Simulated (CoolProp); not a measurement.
Toluene at 482.77 K and 0.597 MPa is throttled through a valve to 0.366 MPa with no heat exchange. Each further row changes one setting.

Values from CoolProp's reference Helmholtz-energy equation of state, Lemmon 2006. It is a short technical equation, of lower accuracy than the large ones.

| case | temperature change (K) | final density (kg/m³) |
|---|---|---|
| as stated | [?] | [?] |
| outlet pressure 0.11 MPa | [?] | [?] |
| outlet pressure 0.476 MPa | -2.0 | [?] |

Task: Complete the blanks.

Result: 
- as stated, temperature change (K): -3.9
- as stated, final density (kg/m³): 9.10
- outlet pressure 0.11 MPa, temperature change (K): -7.9
- outlet pressure 0.11 MPa, final density (kg/m³): 2.62
- outlet pressure 0.476 MPa, final density (kg/m³): 12.1
